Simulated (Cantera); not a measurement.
Cantera run, input and output.

```python
import numpy as np
import cantera as ct

gas = ct.Solution("h2o2.yaml")


def delay(T, t_max=10):
    gas.TPX = T, 1000000, {'H2': 1, 'O2': 0.278, 'N2': 1.31}
    reactor = ct.IdealGasReactor(gas, clone=False)
    net = ct.ReactorNet([reactor])
    net.rtol, net.atol = 1e-8, 1e-16
    while net.time < t_max:
        t_old, T_old = net.time, reactor.T
        net.step()
        if reactor.T > T + 400:  # ignition: a rise of 400 K
            return t_old + (T + 400 - T_old) / (reactor.T - T_old) * (net.time - t_old)
    return np.nan


taus = []
for T in [1050, 1125, 1200, 1275, 1350, 1425, 1500]:
    taus.append(delay(T))
    print(f"T0 = {T:6g} K   tau = {taus[-1]:.4e} s")

# d ln(tau) / d ln(k), from doubling and halving each rate constant
T, sens = 1125, []
for i in range(gas.n_reactions):
    gas.set_multiplier(2.0, i)
    up = delay(T)
    gas.set_multiplier(0.5, i)
    down = delay(T)
    gas.set_multiplier(1.0, i)
    sens.append((np.log(up / down) / np.log(4.0), gas.reaction(i).equation))
sens.sort(key=lambda x: -abs(x[0]))
print(f"sensitivities at {T} K")
for s, eq in sens[:10]:
    print(f"{s:8.3f}  {eq}")
```

Result:

```
T0 =   1050 K   tau = 2.2308e-03 s
T0 =   1125 K   tau = 4.1867e-04 s
T0 =   1200 K   tau = 6.0935e-05 s
T0 =   1275 K   tau = 8.4563e-06 s
T0 =   1350 K   tau = 3.7316e-06 s
T0 =   1425 K   tau = 2.3374e-06 s
T0 =   1500 K   tau = 1.6668e-06 s
sensitivities at 1125 K
  -1.516  H + O2 <=> O + OH
   0.534  H + O2 + M <=> HO2 + M
  -0.518  H + H2O2 <=> H2 + HO2
   0.444  H + O2 + N2 <=> HO2 + N2
  -0.409  2 OH (+M) <=> H2O2 (+M)
  -0.195  H + HO2 <=> 2 OH
   0.080  H + O2 + O2 <=> HO2 + O2
   0.069  2 HO2 <=> H2O2 + O2
   0.053  H + HO2 <=> H2 + O2
  -0.018  H2 + OH <=> H + H2O
```

Computed with Cantera and the H2/O2 subset of GRI-Mech 3.0, which has no nitrogen chemistry. The hydrogen kinetics of GRI-Mech 3.0 are dated; newer H2 mechanisms differ, most at raised pressure.
